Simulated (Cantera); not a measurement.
Source: NASA polynomial tables (part measured, part estimated), evaluated in Cantera. Values are per mole of reaction as written; species without (g) are pure solids or liquids, kept so even where they would boil at 1 bar.

Between 300 and 2998 K, where is each reaction favourable under standard conditions?
- 4 CrO3(g) → 2 Cr2O3 + 3 O2(g)


- 4 CrO3(g) → 2 Cr2O3 + 3 O2(g): ΔG° is -1012 kJ at 300 K and -505 kJ at 2998 K; it stays negative (K > 1). ΔH° is -671 kJ and ΔS° -55 J/K at 2998 K.
